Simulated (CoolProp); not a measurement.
Vapour-liquid equilibrium of R143a (1) + fluoroethane (R161) (2) at -36.15 °C; x and y are mole fractions of (1).

Values from CoolProp's multi-fluid Helmholtz-energy mixture model, Lemmon and Jacobsen 2000 and Wu 2012; pair parameters Bell 2016.

| x | bubble pressure, mixture model (kPa) | bubble pressure, Raoult's law (kPa) | y, mixture model | y, Raoult's law |
|---|---|---|---|---|
| 0.05 | 111.6 | 111.0 | 0.079 | 0.075 |
| 0.15 | 118.3 | 116.8 | 0.219 | 0.214 |
| 0.25 | 124.6 | 122.7 | 0.342 | 0.340 |
| 0.35 | 130.7 | 128.6 | 0.452 | 0.454 |
| 0.45 | 136.6 | 134.4 | 0.552 | 0.558 |
| 0.55 | 142.3 | 140.3 | 0.645 | 0.653 |
| 0.65 | 147.8 | 146.2 | 0.732 | 0.741 |
| 0.75 | 153.3 | 152.0 | 0.813 | 0.822 |
| 0.85 | 158.7 | 157.9 | 0.891 | 0.897 |
| 0.95 | 164.0 | 163.8 | 0.964 | 0.967 |

The largest gap from Raoult's law is +1.6 % in bubble pressure, at x = 0.35. No azeotrope shows between x = 0.05 and 0.95.

The pair parameters rest on a limited set of measurements; away from them the model extrapolates.
